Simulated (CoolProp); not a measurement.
A simple Rankine cycle with R245ca: condensing at 304.15 K, boiler at 3.28 MPa, turbine inlet 449 K, turbine efficiency 0.85, pump efficiency 0.8, no recuperator. Each further row changes one setting.

Values from CoolProp's reference Helmholtz-energy equation of state, Zhou 2016.

```json
[
 {"case": "as stated", "thermal efficiency (%)": "17.8", "net work (kJ/kg)": "54.8", "heat in (kJ/kg)": "308", "turbine exit temperature (K)": "358.1", "volume ratio over the turbine": "33.4"},
 {"case": "condensing temperature 296.15 K", "thermal efficiency (%)": "18.8", "net work (kJ/kg)": "60.2", "heat in (kJ/kg)": "320", "turbine exit temperature (K)": "352.3", "volume ratio over the turbine": "44.8"},
 {"case": "boiler pressure 2.3 MPa", "thermal efficiency (%)": "16.5", "net work (kJ/kg)": "54.2", "heat in (kJ/kg)": "328", "turbine exit temperature (K)": "377.2", "volume ratio over the turbine": "19.7"},
 {"case": "turbine efficiency 0.75", "thermal efficiency (%)": "15.6", "net work (kJ/kg)": "48.0", "heat in (kJ/kg)": "308", "turbine exit temperature (K)": "364.7", "volume ratio over the turbine": "34.1"}
]
```
